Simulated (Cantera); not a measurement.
Input: 1 mol AlN, 2.8 mol H₂, at 350 Pa.

Method: chemical equilibrium by Gibbs-energy minimisation in Cantera with the NASA 1993 tables (ideal gas, pure condensed phases). Candidate condensed phases: Al, AlN; 13 gas species. The numbers say what is thermodynamically allowed, not how fast it happens.

Task: Which condensed phases are stable at each of these points (T (K)): 1348, 1448, 1548, 1648, 1748, 1848, 1948, 2048, 2148?

Result: 
```json
[
 {"T (K)": "1348", "condensed phases": "AlN(s)", "Al condensed (%)": "100.0"},
 {"T (K)": "1448", "condensed phases": "AlN(s)", "Al condensed (%)": "100.0"},
 {"T (K)": "1548", "condensed phases": "AlN(s)", "Al condensed (%)": "100.0"},
 {"T (K)": "1648", "condensed phases": "AlN(s)", "Al condensed (%)": "99.7"},
 {"T (K)": "1748", "condensed phases": "AlN(s)", "Al condensed (%)": "98.0"},
 {"T (K)": "1848", "condensed phases": "AlN(s)", "Al condensed (%)": "89.9"},
 {"T (K)": "1948", "condensed phases": "AlN(s)", "Al condensed (%)": "50.4"},
 {"T (K)": "2048", "condensed phases": "gas only", "Al condensed (%)": "0.0"},
 {"T (K)": "2148", "condensed phases": "gas only", "Al condensed (%)": "0.0"}
]
```

From 1348 K to 1948 K the condensed part is AlN(s). From 2048 K to 2148 K nothing is condensed.
